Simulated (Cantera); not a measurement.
## V + NH3 (tantalum, niobium, vanadium and zirconium in process gases)

Input: 1 mol V, a varied amount of NH3, held at 1025 K and 1800 Pa.

Cantera equilibrium calculation (NASA polynomials, part measured and part estimated; ideal gas, pure solids and liquids). Candidate condensed phases: V, VN; 11 gas species. Mutual solubility and eutectic melting of coexisting phases are not modelled. VN: taken at fixed stoichiometry. Condensed phases not in the tables: V2N, N, O or C dissolved in the metal. Rates play no part.

```csv
n(NH3) (mol),log p H2,log p N2,log p NH3,log p H,n V(s),n VN(s)
0.26,-1.74,-13.17,-12.51,-9.23,0.740,0.260
0.47,-1.74,-13.17,-12.51,-9.23,0.530,0.470
0.83,-1.74,-13.17,-12.51,-9.23,0.170,0.830
1.5,-1.79,-2.74,-7.36,-9.26,0,1.00
2.6,-1.83,-2.51,-7.30,-9.27,0,1.00
4.7,-1.85,-2.43,-7.29,-9.28,0,1.00
8.3,-1.86,-2.39,-7.28,-9.29,0,1.00
15,-1.86,-2.37,-7.28,-9.29,0,1.00
```
log p: log10 of the partial pressure in bar; n: condensed amount in mol.

From 0.26 mol NH3 to 0.83 mol NH3 the condensed part is V(s) + VN(s). From 1.5 mol NH3 to 15 mol NH3 the condensed part is VN(s).
